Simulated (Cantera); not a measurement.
Mixture: 7.76 % CH4, 5.43 % H2, 18.2 % O2, 68.6 % N2, at 1350 Torr, adiabatic and at constant pressure. Ignition delay is the time to a rise of 400 K.

Computed with Cantera and GRI-Mech 3.0 (53 species, 325 reactions).

Predict: delay at 1175 K; delay at 1275 K; delay at 1375 K; delay at 1475 K; delay at 1575 K; apparent activation energy between 1525 and 1625 K.


```
Property                                                 Value
--------------------------------------------------  ----------
delay at 1175 K                                        1.16 ms
delay at 1275 K                                       0.512 ms
delay at 1375 K                                       0.245 ms
delay at 1475 K                                       0.128 ms
delay at 1575 K                                        72.0 µs
apparent activation energy between 1525 and 1625 K  110 kJ/mol
```
